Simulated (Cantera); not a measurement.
An isothermal, constant-pressure homogeneous reactor starts with C₂H₆ : N₂ : H₂O = 1 : 30 : 0.099 (molar parts), at 1098 K and 0.610 bar.

Computed with Cantera and GRI-Mech 3.0 (53 species, 325 reactions). GRI-Mech 3.0 stops at C3 and has no aromatics, soot or wall deposition, so with more carbon than oxygen in the feed, carbon stays in small species such as C2H2 where larger ones or solid carbon would form.

One state of this run: x C₂H₆ = 0.0183; x H₂ = 0.0130; x CH₄ = 0.000762; x C₂H₄ = 0.0127; x CH₃ = 1.86e-6. x: mole fraction; the columns are a selection and need not sum to one.

**Question.** Which value of t (s) does it belong to?
A) 0.00320
B) 0.0375
C) 0.438
D) 0.128

**Answer.** D, 0.128
